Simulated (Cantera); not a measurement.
An isothermal, constant-pressure homogeneous reactor starts with H2 : O2 = 0.22 : 1 (molar parts), equivalence ratio 0.11, at 925 K and 0.0263 atm.

Computed with Cantera and GRI-Mech 3.0 (53 species, 325 reactions). Radical loss at walls, strong at low pressure, is not modelled. Below about 950 K walls govern HO2 and H2O2 in real vessels. The temperature is held fixed by assumption; the heat of reaction is taken as removed at once.

x: mole fraction; the columns are a selection and need not sum to one.

```json
[
 {"t (s)": "0.000500", "x H2": "0.180", "x O2": "0.820", "x H": "7.25e-10", "x H2O": "9.67e-10", "x HO2": "2.04e-10", "x O": "3.49e-10"},
 {"t (s)": "0.00230", "x H2": "0.180", "x O2": "0.820", "x H": "9.45e-5", "x H2O": "0.000150", "x HO2": "5.60e-6", "x O": "___"},
 {"t (s)": "0.0106", "x H2": "0.00195", "x O2": "0.801", "x H": "0.000226", "x H2O": "0.196", "x HO2": "2.22e-5", "x O": "___"},
 {"t (s)": "0.0486", "x H2": "0.000224", "x O2": "0.802", "x H": "2.98e-6", "x H2O": "0.198", "x HO2": "4.61e-6", "x O": "___"},
 {"t (s)": "0.224", "x H2": "1.70e-5", "x O2": "0.802", "x H": "7.30e-8", "x H2O": "0.198", "x HO2": "5.74e-7", "x O": "___"},
 {"t (s)": "1.03", "x H2": "5.38e-7", "x O2": "0.802", "x H": "1.44e-9", "x H2O": "0.198", "x HO2": "4.44e-8", "x O": "___"},
 {"t (s)": "4.73", "x H2": "9.55e-9", "x O2": "0.802", "x H": "5.52e-11", "x H2O": "0.198", "x HO2": "5.29e-9", "x O": "___"},
 {"t (s)": "21.7", "x H2": "9.62e-10", "x O2": "0.802", "x H": "3.97e-12", "x H2O": "0.198", "x HO2": "1.00e-9", "x O": "___"},
 {"t (s)": "100", "x H2": "1.75e-10", "x O2": "0.802", "x H": "<1e-12", "x H2O": "0.198", "x HO2": "2.88e-10", "x O": "___"}
]
```

What belongs in the gaps?


- 0.00230, x O: 4.64e-5
- 0.0106, x O: 0.000811
- 0.0486, x O: 5.33e-5
- 0.224, x O: 4.26e-6
- 1.03, x O: 3.28e-7
- 4.73, x O: 4.00e-8
- 21.7, x O: 6.98e-9
- 100, x O: 1.38e-9
